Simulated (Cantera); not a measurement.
Feed: 1 mol Ti(NMe2)4, 0.13 mol CH4, held at 1575 K and 1.33 mbar.

Method: chemical equilibrium by Gibbs-energy minimisation in Cantera with the NASA 1993 tables (ideal gas, pure condensed phases). Candidate condensed phases: C, C6H6, C7H8, C8H18, Ti, TiC, TiN; 93 gas species. The feed counts by its element totals alone. TiC: taken at fixed stoichiometry. The numbers say what is thermodynamically allowed, not how fast it happens.

Base state: H2 0.858, N2 0.140, H 0.00105, HCN 0.000606, C2H2 (acetylene) 1.81e-5, HNC 1.29e-5 (mole fractions); condensed: C(graphite) + TiC(s).

Q: What changes in the equilibrium state with this change: 1.7 mol H2O added?

A: 
```json
[
 {"species": "H2", "before": "0.858", "after": "0.789"},
 {"species": "N2", "before": "0.140", "after": "0.113"},
 {"species": "CO", "before": "0", "after": "0.0962"},
 {"species": "HNC", "before": "1.29e-5", "after": "1.11e-5"},
 {"species": "HCN", "before": "0.000606", "after": "0.000522"},
 {"species": "C2H2 (acetylene)", "before": "1.81e-5", "after": "1.67e-5"},
 {"species": "H", "before": "0.00105", "after": "0.00101"},
 {"species": "C(graphite), mol", "before": "7.12", "after": "5.42"},
 {"species": "TiC(s), mol", "before": "1.00", "after": "1.00"}
]
```
Further candidate phases: H2O, TiO, TiO2, Ti2O3, Ti3O5, Ti4O7.
